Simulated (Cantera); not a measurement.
A Cantera script and what it prints.

```python
import numpy as np
import cantera as ct

gas_names = """
    H HNO HNO2 HNO3 HO2 H2 H2O H2O2 N NH NH2 NH3 NH2OH NO NO2 NO3 N2 N2H2 N2H4 N2O O OH O2 O3 Si SiH
    SiH2 SiH3 SiH4 SiN SiO SiO2 Si2 Si2N Si3
""".split()
cond_names = """
    H2O(s) H2O(L) Si(cr) Si(L) SiO2(Lqz) SiO2(hqz) SiO2(L) Si2N2O(s) Si3N4(a)
""".split()


# ... load() reads the species with a 1 bar reference pressure and builds the phases ...
atoms = {
    'Si': {'Si': 1},
    'O2': {'O': 2},
    'N2': {'N': 2},
    'H2O': {'H': 2, 'O': 1},
}
top_T = {'Si2N2O(s)': 2100, 'Si3N4(a)': 2400}  # K; cautious upper limits of use, not melting points


# ... equilibrate(T, P, feed) seeds the gas with the atoms and calls Mixture.equilibrate('TP', solver="vcs", rtol=1e-11, max_steps=5000) ...
results = []
feed = {'Si': 1, 'O2': 0.009, 'N2': 12, 'H2O': 0.0087}  # mol
T = 2098  # K
P = 133.322  # Pa
mix = equilibrate(T, P, feed)
results.append((T, P, feed, dict(zip(mix.species_names, mix.species_moles))))
print(gas.report(threshold=0.0001))
for i in range(1, mix.n_phases):
    print(f"{mix.phase(i).name:16s} {mix.phase_moles(i):12.5e} mol")
```

Result:

```
       temperature   2098 K
          pressure   133.32 Pa
           density   0.00021456 kg/m^3
  mean mol. weight   28.072 kg/kmol
   phase of matter   gas

                          1 kg             1 kmol
                     ---------------   ---------------
          enthalpy        3.2525e+06        9.1306e+07  J
   internal energy        2.6311e+06        7.3862e+07  J
           entropy             10978        3.0818e+05  J/K
    Gibbs function       -1.9779e+07       -5.5526e+08  J
 heat capacity c_p            1252.8             35168  J/K
 heat capacity c_v            956.59             26854  J/K

                      mass frac. Y      mole frac. X     chem. pot. / RT
                     ---------------   ---------------   ---------------
                 H         3.683e-05         0.0010257           -17.536
                H2        1.0637e-05        0.00014812           -35.072
                N2           0.92128            0.9232           -33.803
                Si          0.071813          0.071781           -6.4676
               SiN        0.00078673         0.0005247           -23.369
               SiO         0.0032274         0.0020552           -48.397
               Si2         0.0013654        0.00068237           -12.935
              Si2N         0.0011559        0.00046238           -29.837
               Si3        0.00030701        0.00010229           -19.403
     [  +26 minor]        1.8078e-05         1.749e-05

Si(L)             0.00000e+00 mol
SiO2(L)           0.00000e+00 mol
Si2N2O(s)         0.00000e+00 mol
Si3N4(a)          0.00000e+00 mol
```

Cantera equilibrium calculation (NASA polynomials, part measured and part estimated; ideal gas, pure solids and liquids). The tables' values for SiN are old estimates; treat these amounts as uncertain.
